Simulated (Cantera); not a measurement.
Mixture: CH₄ : C₂H₆ : C₃H₈ : O₂ : N₂ = 1 : 0.035 : 0.033 : 2.08 : 7.82 (molar parts), equivalence ratio 1.1, at 2.80 bar, adiabatic and at constant pressure. Ignition delay is the time to a rise of 400 K.

Model: GRI-Mech 3.0 (53 species, 325 reactions), integrated in Cantera.

### Question
What does this change do: 0.63 parts H2 added?

### Answer
```tsv
quantity	before	after
delay at 1250 K	3.14 ms	0.476 ms
delay at 1350 K	0.831 ms	0.205 ms
delay at 1450 K	0.258 ms	92.3 µs
delay at 1550 K	95.8 µs	44.5 µs
delay at 1650 K	42.4 µs	23.4 µs
delay at 1750 K	21.9 µs	13.6 µs
apparent activation energy between 1550 and 1750 K	170 kJ/mol	130 kJ/mol
```
